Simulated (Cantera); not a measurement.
A perfectly stirred reactor is fed with CH4 : CO2 = 1 : 4.2 (molar parts), at 15.0 bar; it is held at 1498 K, and followed from long to short residence time.

Model: GRI-Mech 3.0 (53 species, 325 reactions), integrated in Cantera. The pressure lies above the range GRI-Mech 3.0 was tuned for (to about 10 atm).

### Question
What does this change do: pressure from 15.0 bar to 0.133 bar?

### Answer
| quantity | before | after |
|---|---|---|
| x(CH4) at τ = 23.0 s | 0.0201 | 0.0251 |
| x(CO2) at τ = 23.0 s | 0.331 | 0.407 |
| x(CH2CO) at τ = 23.0 s | 4.12e-6 | 2.64e-5 |
| x(O2) at τ = 23.0 s | <1e-12 | 2.53e-11 |
| x(O) at τ = 23.0 s | <1e-12 | 1.69e-11 |
| x(CH4) at τ = 0.140 s | 0.103 | 0.177 |
| x(CO2) at τ = 0.140 s | 0.660 | 0.795 |
| x(CH2CO) at τ = 0.140 s | 1.53e-5 | 4.36e-7 |
| x(O2) at τ = 0.140 s | 2.82e-12 | <1e-12 |
| x(O) at τ = 0.140 s | <1e-12 | 2.43e-12 |
